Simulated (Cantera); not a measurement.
Silicon oxide and oxynitride deposition: SiH4 + H2O + N2

Feed: 1 mol SiH4, 13 mol H2O, a varied amount of N2, equilibrated at 1823.15 K and 7.50 Torr.

Cantera equilibrium calculation (NASA polynomials, part measured and part estimated; ideal gas, pure solids and liquids). Candidate condensed phases: H2O, Si, SiO2, Si2N2O, Si3N4; 35 gas species. The tables hold silica as quartz up to 1696 K and as liquid above; real silica turns to tridymite and cristobalite and melts near 1996 K. Kinetics and transport are ignored.

From 1.9 mol N2 to 87 mol N2 the condensed part is SiO2(condensed). The main Si-bearing gas is SiO throughout.

| n(N2) (mol) | log p N2 | log p H2O | log p H2 | log p H | log p OH | log p SiO | log p NO | n SiO2(condensed) |
|---|---|---|---|---|---|---|---|---|
| 1.9 | -2.95 | -2.19 | -2.63 | -4.68 | -5.39 | -5.91 | -7.17 | 0.998 |
| 2.6 | -2.83 | -2.20 | -2.65 | -4.69 | -5.40 | -5.91 | -7.11 | 0.998 |
| 3.6 | -2.71 | -2.23 | -2.67 | -4.70 | -5.41 | -5.91 | -7.05 | 0.998 |
| 4.9 | -2.61 | -2.26 | -2.70 | -4.71 | -5.43 | -5.91 | -7.00 | 0.998 |
| 6.8 | -2.51 | -2.30 | -2.74 | -4.73 | -5.45 | -5.91 | -6.95 | 0.997 |
| 9.3 | -2.42 | -2.34 | -2.79 | -4.76 | -5.47 | -5.91 | -6.90 | 0.997 |
| 13 | -2.33 | -2.41 | -2.85 | -4.79 | -5.50 | -5.91 | -6.86 | 0.997 |
| 18 | -2.26 | -2.48 | -2.92 | -4.82 | -5.54 | -5.91 | -6.82 | 0.996 |
| 24 | -2.21 | -2.55 | -2.99 | -4.86 | -5.57 | -5.91 | -6.80 | 0.995 |
| 33 | -2.16 | -2.64 | -3.08 | -4.90 | -5.62 | -5.91 | -6.77 | 0.994 |
| 46 | -2.12 | -2.74 | -3.19 | -4.96 | -5.67 | -5.91 | -6.75 | 0.992 |
| 63 | -2.09 | -2.85 | -3.29 | -5.01 | -5.72 | -5.91 | -6.74 | 0.990 |
| 87 | -2.07 | -2.97 | -3.41 | -5.07 | -5.78 | -5.91 | -6.72 | 0.987 |
log p: log10 of the partial pressure in bar; n: condensed amount in mol.
